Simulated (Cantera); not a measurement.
Feed: 1 mol MgO, 2.8 mol C, 5.3 mol H2, at 1352 °C and 33.0 Torr.

Cantera equilibrium calculation (NASA polynomials, part measured and part estimated; ideal gas, pure solids and liquids). The tables' values for MgH are old estimates; treat these amounts as uncertain. Kinetics and transport are ignored.

```csv
species,before,after
H2,0.766,0.725
CO,0.117,0.137
Mg,0.117,0.137
CH4,3.79e-5,6.04e-6
H,0.000294,0.000680
MgH,0.000251,0.000121
C2H2 (acetylene),2.72e-5,2.58e-5
"C(graphite), mol",1.99,1.80
"MgO(s), mol",0.191,0
```
Gas species are given as mole fractions.

Task: Which change was made?
A) temperature from 1352 °C to 1177 °C
B) pressure from 33.0 Torr to 203 Torr
C) pressure from 33.0 Torr to 5.85 Torr
D) temperature from 1352 °C to 1152 °C

Result: C, pressure from 33.0 Torr to 5.85 Torr
